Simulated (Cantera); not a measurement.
Low-pressure radical oxidation in H2/O2

An isothermal, constant-pressure homogeneous reactor starts with H2 : O2 : N2 = 0.067 : 1 : 0.037 (molar parts), equivalence ratio 0.034, at 1075 K and 25.5 Torr.

Detailed kinetics in Cantera: GRI-Mech 3.0 (53 species, 325 reactions). Radical loss at walls, strong at low pressure, is not modelled. The temperature is held fixed by assumption; the heat of reaction is taken as removed at once.

```csv
t (s),x H2,x O2,x O,x H2O2,x OH
5.00e-6,0.0607,0.906,3.14e-12,<1e-12,3.02e-12
1.32e-5,0.0607,0.906,2.02e-11,<1e-12,1.83e-11
3.49e-5,0.0607,0.906,1.20e-10,<1e-12,9.47e-11
9.20e-5,0.0607,0.906,7.19e-10,<1e-12,4.55e-10
0.000243,0.0607,0.906,7.40e-9,1.05e-12,4.04e-9
0.000642,0.0607,0.906,9.33e-7,1.51e-11,4.97e-7
0.00169,0.0180,0.880,0.0161,9.34e-7,0.00470
0.00447,0.000795,0.888,0.0128,3.33e-7,0.00182
0.0118,0.000167,0.900,0.00284,2.91e-7,0.000783
0.0312,2.51e-5,0.902,0.000442,1.98e-7,0.000302
0.0823,3.64e-6,0.903,6.94e-5,9.95e-8,0.000121
0.217,6.24e-7,0.903,1.33e-5,4.14e-8,5.30e-5
0.574,1.35e-7,0.903,3.16e-6,1.61e-8,2.59e-5
1.51,3.55e-8,0.903,8.91e-7,6.11e-9,1.37e-5
4.00,1.08e-8,0.903,2.81e-7,2.32e-9,7.71e-6
```
x: mole fraction; the columns are a selection and need not sum to one.

Equilibrium at this temperature and pressure: H2 2.52e-10, O2 0.903, O 6.80e-9, H2O2 7.55e-11, OH 1.20e-6 (gas phase only).
